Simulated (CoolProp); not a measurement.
Hydrogen chloride along the isotherm 538.3 K: density (kg/m³) from the reference equation and from simpler models built on Tc = 324.7 K, pc = 8.314 MPa, ω = 0.130; each cubic takes its own stable root.

Model: reference Helmholtz-energy equation of state, Thol 2018, in CoolProp.

```tsv
p (MPa)	phase	reference	ideal gas	van der Waals	Redlich-Kwong	Soave-Redlich-Kwong
1.13	gas	9.296	9.205	9.304	9.291	9.265
2.27	gas	18.86	18.49	18.90	18.84	18.73
3.4	gas	28.51	27.70	28.61	28.47	28.23
4.53	gas	38.34	36.90	38.54	38.28	37.83
5.67	gas	48.41	46.19	48.78	48.33	47.62
6.8	gas	58.56	55.40	59.16	58.47	57.42
7.94	gas	68.95	64.68	69.85	68.85	67.40
9.07	supercritical	79.39	73.89	80.68	79.29	77.36
10.2	supercritical	89.96	83.09	91.73	89.87	87.40
11.3	supercritical	100.4	92.05	102.7	100.3	97.23
12.5	supercritical	111.8	101.8	114.9	111.8	108.0
```
